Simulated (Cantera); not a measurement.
Input: 1 mol NF3, 2.1 mol H2O, 4.9 mol H2, 0.021 mol O2, at 2525 K and 62.0 Pa.

Cantera equilibrium calculation (NASA polynomials, part measured and part estimated; ideal gas, pure solids and liquids). Candidate condensed phases: H2O; 40 gas species. The numbers say what is thermodynamically allowed, not how fast it happens.

Base state: H 0.428, HF 0.231, H2 0.145, O 0.0628, H2O 0.0513, N2 0.0381, OH 0.0324, O2 0.00911 (mole fractions); condensed: gas only.

Question: What changes in the equilibrium state with this change: temperature from 2525 K to 2950 K?

Answer: 
```
species   before     after
-------  -------  --------
H          0.428     0.653
HF         0.231     0.141
O         0.0628     0.120
H2         0.145    0.0145
H2O       0.0513  0.000299
F        0.00152    0.0360
OH        0.0324   0.00430
N2        0.0381    0.0293
N        2.88e-6   6.89e-5
O2       0.00911  0.000980
NO       0.00110  0.000591
```

Question: What changes in the equilibrium state with this change: temperature from 2525 K to 3198.15 K?

Answer: 
```
species   before     after
-------  -------  --------
H          0.428     0.690
O         0.0628     0.115
F        0.00152     0.100
HF         0.231    0.0631
H2         0.145   0.00377
H2O       0.0513   1.49e-5
OH        0.0324   0.00105
N2        0.0381    0.0269
N        2.88e-6  0.000304
O2       0.00911  0.000178
```
